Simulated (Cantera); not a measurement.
**Thermodynamics of silicon oxide and oxynitride deposition, feed SiCl4 + N2O + H2**

Input: 1 mol SiCl4, 0.19 mol N2O, 47 mol H2, equilibrated at 1923.15 K and 4.30 mbar.

Cantera equilibrium calculation (NASA polynomials, part measured and part estimated; ideal gas, pure solids and liquids). Candidate condensed phases: H2O, NH4Cl, Si, SiO2, Si2N2O, Si3N4; 47 gas species. The tables' values for SiCl, SiCl3 are old estimates; treat these amounts as uncertain. Gases not in the tables: Si2H6 and higher silanes. Equilibrium is a limit: real reactors are often held back by kinetics, nucleation or transport.

The x(H2) comes out as 0.904, the x(HCl) is 0.0587 and the x(H) is 0.0137. The x(SiCl2) is 0.01000 and the x(Si) comes out as 0.00395. The x(SiO) comes out as 0.00380. The x(N2) comes out as 0.00380, the x(SiCl) is 0.000698 and the x(Cl) is 0.000667. The n(Si(l)) comes out as 0.0589 mol and the gas amount is 49.96 mol.
